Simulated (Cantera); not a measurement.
A closed system holds: 1 mol HMDSO, a varied amount of CO2, 32 mol H2, held at 1250 K and 0.00370 bar.

Equilibrium computed with Cantera from the NASA thermochemical tables; the gas is ideal and each condensed phase is pure. Candidate condensed phases: C, C6H6, C7H8, C8H18, H2O, Si, SiC, SiO2; 123 gas species. The feed counts by its element totals alone. Mutual solubility and eutectic melting of coexisting phases are not modelled. The tables hold silica as quartz up to 1696 K and as liquid above; real silica turns to tridymite and cristobalite and melts near 1996 K. Rates play no part.

Q: Which condensed phases are stable at each of these points (n(CO2) (mol)): 0.75, 2.4, 4.1, 5.7, 7.4, 9.1, 11, 12, 14?

A: 
```json
[
 {"n(CO2) (mol)": "0.75", "condensed phases": "C(graphite) + SiC(s) + SiO2(β-quartz)", "Si condensed (%)": "99.9"},
 {"n(CO2) (mol)": "2.4", "condensed phases": "C(graphite) + SiC(s) + SiO2(β-quartz)", "Si condensed (%)": "99.9"},
 {"n(CO2) (mol)": "4.1", "condensed phases": "C(graphite) + SiO2(β-quartz)", "Si condensed (%)": "100.0"},
 {"n(CO2) (mol)": "5.7", "condensed phases": "C(graphite) + SiO2(β-quartz)", "Si condensed (%)": "100.0"},
 {"n(CO2) (mol)": "7.4", "condensed phases": "C(graphite) + SiO2(β-quartz)", "Si condensed (%)": "100.0"},
 {"n(CO2) (mol)": "9.1", "condensed phases": "SiO2(β-quartz)", "Si condensed (%)": "100.0"},
 {"n(CO2) (mol)": "11", "condensed phases": "SiO2(β-quartz)", "Si condensed (%)": "100.0"},
 {"n(CO2) (mol)": "12", "condensed phases": "SiO2(β-quartz)", "Si condensed (%)": "100.0"},
 {"n(CO2) (mol)": "14", "condensed phases": "SiO2(β-quartz)", "Si condensed (%)": "100.0"}
]
```

From 0.75 mol CO2 to 2.4 mol CO2 the condensed part is C(graphite) + SiC(s) + SiO2(β-quartz). From 4.1 mol CO2 to 7.4 mol CO2 the condensed part is C(graphite) + SiO2(β-quartz). From 9.1 mol CO2 to 14 mol CO2 the condensed part is SiO2(β-quartz).
